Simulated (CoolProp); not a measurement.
Computed with CoolProp (reference Helmholtz-energy equation of state, Thol 2022).

**Question.** Give the vapour pressure (MPa), vapour density (kg/m³), enthalpy of vaporisation (kJ/kg) of saturated vinyl chloride at 88.15 °C.

**Answer.** 
| T (°C) | p (MPa) | vapour density (kg/m³) | enthalpy of vaporisation (kJ/kg) |
|---|---|---|---|
| 88.15 | 1.83 | 49.3 | 252 |
